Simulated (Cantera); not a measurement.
**Thermodynamics of aluminium nitride and oxide growth, feed Al(CH3)3 + N2 + H2**

Feed: 1 mol Al(CH3)3, 1.9 mol N2, a varied amount of H2, at 1248.15 K and 1.00 bar.

Method: chemical equilibrium by Gibbs-energy minimisation in Cantera with the NASA 1993 tables (ideal gas, pure condensed phases). Candidate condensed phases: Al, AlN, C, C6H6, C7H8, C8H18; 97 gas species. The feed counts by its element totals alone. The numbers say what is thermodynamically allowed, not how fast it happens.

From 40 mol H2 to 230 mol H2 the condensed part is AlN(s) + C(graphite). From 330 mol H2 to 900 mol H2 the condensed part is AlN(s).

| n(H2) (mol) | x H2 | x N2 | x CH4 | x NH3 | x HCN | n AlN(s) | n C(graphite) |
|---|---|---|---|---|---|---|---|
| 40 | 0.959 | 0.0308 | 0.0102 | 2.54e-5 | 2.14e-5 | 1.00 | 2.53 |
| 140 | 0.980 | 0.00968 | 0.0107 | 1.47e-5 | 1.21e-5 | 1.00 | 1.45 |
| 230 | 0.983 | 0.00599 | 0.0108 | 1.16e-5 | 9.55e-6 | 1.00 | 0.484 |
| 330 | 0.987 | 0.00420 | 0.00900 | 9.77e-6 | 6.65e-6 | 1.00 | 0 |
| 420 | 0.990 | 0.00330 | 0.00709 | 8.71e-6 | 4.62e-6 | 1.00 | 0 |
| 520 | 0.992 | 0.00267 | 0.00573 | 7.86e-6 | 3.35e-6 | 1.00 | 0 |
| 610 | 0.993 | 0.00228 | 0.00489 | 7.27e-6 | 2.64e-6 | 1.00 | 0 |
| 710 | 0.994 | 0.00196 | 0.00421 | 6.75e-6 | 2.10e-6 | 1.00 | 0 |
| 800 | 0.995 | 0.00174 | 0.00373 | 6.37e-6 | 1.75e-6 | 1.00 | 0 |
| 900 | 0.995 | 0.00155 | 0.00332 | 6.01e-6 | 1.47e-6 | 1.00 | 0 |
x: gas mole fraction; n: condensed amount in mol.
